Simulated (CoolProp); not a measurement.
A single-stage vapour-compression cycle with R115: evaporating at 238.15 K (dew point), condensing at 263.15 K (bubble point), superheat 5 K, subcooling 0 K, compressor efficiency 0.8, no pressure losses. Each further row changes one setting.

Values from CoolProp's reference Helmholtz-energy equation of state, Lemmon 2016.

```csv
case,cooling COP,pressure ratio,discharge temperature (K),refrigerating effect (kJ/kg),volumetric capacity (kJ/m³)
as stated,6.73,2.60,269.9,103,1000
evaporating temperature 243.15 K,[?],[?],269.3,106,[?]
condensing temperature 258.15 K,[?],2.19,264.9,108,1050
subcooling 5 K,[?],2.60,269.9,108,1050
superheat 15 K,6.82,2.60,280.1,109,1020
compressor efficiency 0.7,[?],2.60,[?],103,1000
```

**Question.** Complete the blanks.

**Answer.** 
- evaporating temperature 243.15 K, cooling COP: 8.79
- evaporating temperature 243.15 K, pressure ratio: 2.11
- evaporating temperature 243.15 K, volumetric capacity (kJ/m³): 1250
- condensing temperature 258.15 K, cooling COP: 8.65
- subcooling 5 K, cooling COP: 7.05
- compressor efficiency 0.7, cooling COP: 5.89
- compressor efficiency 0.7, discharge temperature (K): 272.9
